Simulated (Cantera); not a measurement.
Input: 1 mol PbO, a varied amount of H2, at 800 °C and 0.550 bar.

Equilibrium computed with Cantera from the NASA thermochemical tables; the gas is ideal and each condensed phase is pure. Candidate condensed phases: H2O, Pb, PbO, PbO2, Pb3O4; 12 gas species. Mutual solubility and eutectic melting of coexisting phases are not modelled. Rates play no part.

log p: log10 of the partial pressure in bar; n: condensed amount in mol.

```csv
n(H2) (mol),log p H2O,log p H2,log p Pb,log p PbO,log p H,log p OH,log p Pb2,n Pb(l),n PbO(yellow)
0.56,-0.26,-3.98,-4.13,-5.53,-9.84,-8.55,-9.20,0.560,0.440
0.8,-0.26,-3.98,-4.13,-5.53,-9.84,-8.55,-9.20,0.800,0.200
1.1,-0.30,-1.30,-4.13,-8.26,-8.50,___,-9.20,1.000,0
1.6,-0.46,-0.69,-4.13,-9.04,-8.19,___,-9.20,1.000,0
2.3,-0.62,-0.51,-4.13,-9.37,-8.11,___,-9.20,1.000,0
3.3,-0.78,-0.42,-4.13,-9.62,-8.06,___,-9.20,1.000,0
4.8,-0.94,-0.36,-4.13,-9.84,-8.03,___,-9.20,0.999,0
6.8,-1.09,-0.33,-4.13,-10.02,-8.02,___,-9.20,0.999,0
9.8,-1.25,-0.31,-4.13,-10.20,-8.01,___,-9.20,0.999,0
```

Fill in the missing entries.


- 1.1, log p OH: -9.93
- 1.6, log p OH: -10.40
- 2.3, log p OH: -10.65
- 3.3, log p OH: -10.85
- 4.8, log p OH: -11.04
- 6.8, log p OH: -11.21
- 9.8, log p OH: -11.38
